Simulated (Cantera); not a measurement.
# N2O + SO2 + H2 (abatement and gas-phase synthesis)

Charge: 1 mol N2O, 0.2 mol SO2, 4.6 mol H2, equilibrated at 3273 K.

Method: chemical equilibrium by Gibbs-energy minimisation in Cantera with the NASA 1993 tables (ideal gas, pure condensed phases). Candidate condensed phases: H2O, H2SO4, S; 35 gas species. The ideal-gas law is rough above about 30 bar. The numbers say what is thermodynamically allowed, not how fast it happens.

From 10.0 Pa to 300 bar nothing is condensed.

| P (Pa) | x H | x H2 | x H2O | x N2 | x O | x OH | x H2S | x S | x SH | x SO |
|---|---|---|---|---|---|---|---|---|---|---|
| 10 | 0.778 | 0.000521 | 2.22e-7 | 0.0836 | 0.118 | 0.000133 | 1.20e-10 | 0.0169 | 2.91e-6 | 2.26e-5 |
| 84 | 0.774 | 0.00434 | 1.53e-5 | 0.0846 | 0.117 | 0.00110 | 8.31e-9 | 0.0168 | 2.42e-5 | 0.000187 |
| 710 | 0.739 | 0.0334 | 0.000934 | 0.0878 | 0.110 | 0.00832 | 5.18e-7 | 0.0161 | 0.000187 | 0.00141 |
| 6000 | 0.568 | 0.167 | 0.0254 | 0.106 | 0.0707 | 0.0349 | 1.81e-5 | 0.0134 | 0.00101 | 0.00640 |
| 50000 | 0.290 | 0.363 | 0.118 | 0.139 | 0.0181 | 0.0380 | 0.000265 | 0.0108 | 0.00346 | 0.0110 |
| 420000 | 0.115 | 0.481 | 0.189 | 0.161 | 0.00260 | 0.0182 | 0.00215 | 0.00785 | 0.00839 | 0.00968 |
| 3600000 | 0.0411 | 0.524 | 0.224 | 0.171 | 0.000331 | 0.00708 | 0.00922 | 0.00361 | 0.0118 | 0.00485 |
| 30000000 | 0.0144 | 0.532 | 0.241 | 0.175 | 4.19e-5 | 0.00261 | 0.0210 | 0.000971 | 0.00924 | 0.00138 |
x: gas mole fraction; nothing condenses.
